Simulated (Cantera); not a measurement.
Input: 1 mol Si₃N₄, 2.6 mol H₂O, a varied amount of H₂, equilibrated at 1950 K and 0.000660 bar.

Method: chemical equilibrium by Gibbs-energy minimisation in Cantera with the NASA 1993 tables (ideal gas, pure condensed phases). Candidate condensed phases: H₂O, Si, SiO₂, Si₂N₂O, Si₃N₄; 35 gas species. Gases not in the tables: Si₂H₆ and higher silanes. The numbers say what is thermodynamically allowed, not how fast it happens.

Problem. Which condensed phases are stable at each of these points (n(H₂) (mol)): 1, 1.3, 1.6, 2, 2.4, 3, 3.8, 4.7, 5.8, 7.2?

Solution. 
```json
[
 {"n(H₂) (mol)": "1", "condensed phases": "Si(l)", "Si condensed (%)": "2.4"},
 {"n(H₂) (mol)": "1.3", "condensed phases": "Si(l)", "Si condensed (%)": "2.0"},
 {"n(H₂) (mol)": "1.6", "condensed phases": "Si(l)", "Si condensed (%)": "1.6"},
 {"n(H₂) (mol)": "2", "condensed phases": "Si(l)", "Si condensed (%)": "1.1"},
 {"n(H₂) (mol)": "2.4", "condensed phases": "Si(l)", "Si condensed (%)": "0.5"},
 {"n(H₂) (mol)": "3", "condensed phases": "gas only", "Si condensed (%)": "0.0"},
 {"n(H₂) (mol)": "3.8", "condensed phases": "gas only", "Si condensed (%)": "0.0"},
 {"n(H₂) (mol)": "4.7", "condensed phases": "gas only", "Si condensed (%)": "0.0"},
 {"n(H₂) (mol)": "5.8", "condensed phases": "gas only", "Si condensed (%)": "0.0"},
 {"n(H₂) (mol)": "7.2", "condensed phases": "gas only", "Si condensed (%)": "0.0"}
]
```

From 1 mol H₂ to 2.4 mol H₂ the condensed part is Si(l). From 3 mol H₂ to 7.2 mol H₂ nothing is condensed.
